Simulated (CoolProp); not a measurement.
A simple Rankine cycle with n-perfluorobutane: condensing at 302.15 K, boiler at 0.932 MPa, turbine inlet 348.8 K, turbine efficiency 0.7, pump efficiency 0.6, no recuperator. Each further row changes one setting.

Model: reference Helmholtz-energy equation of state, Gao 2022, in CoolProp.

```json
[
 {"case": "as stated", "thermal efficiency (%)": "6.0", "net work (kJ/kg)": "?", "heat in (kJ/kg)": "121", "turbine exit temperature (K)": "?", "volume ratio over the turbine": "3.53"},
 {"case": "turbine inlet 368.8 K", "thermal efficiency (%)": "?", "net work (kJ/kg)": "8.04", "heat in (kJ/kg)": "141", "turbine exit temperature (K)": "353.2", "volume ratio over the turbine": "?"},
 {"case": "condensing temperature 294.15 K", "thermal efficiency (%)": "7.0", "net work (kJ/kg)": "?", "heat in (kJ/kg)": "130", "turbine exit temperature (K)": "329.5", "volume ratio over the turbine": "?"},
 {"case": "boiler pressure 0.652 MPa", "thermal efficiency (%)": "4.3", "net work (kJ/kg)": "?", "heat in (kJ/kg)": "125", "turbine exit temperature (K)": "338.8", "volume ratio over the turbine": "2.28"},
 {"case": "turbine efficiency 0.6", "thermal efficiency (%)": "5.0", "net work (kJ/kg)": "6.12", "heat in (kJ/kg)": "121", "turbine exit temperature (K)": "333.6", "volume ratio over the turbine": "3.55"}
]
```

### Question
Fill in the missing entries.

### Answer

- as stated, net work (kJ/kg): 7.26
- as stated, turbine exit temperature (K): 332.4
- turbine inlet 368.8 K, thermal efficiency (%): 5.7
- turbine inlet 368.8 K, volume ratio over the turbine: 3.37
- condensing temperature 294.15 K, net work (kJ/kg): 9.11
- condensing temperature 294.15 K, volume ratio over the turbine: 4.61
- boiler pressure 0.652 MPa, net work (kJ/kg): 5.34
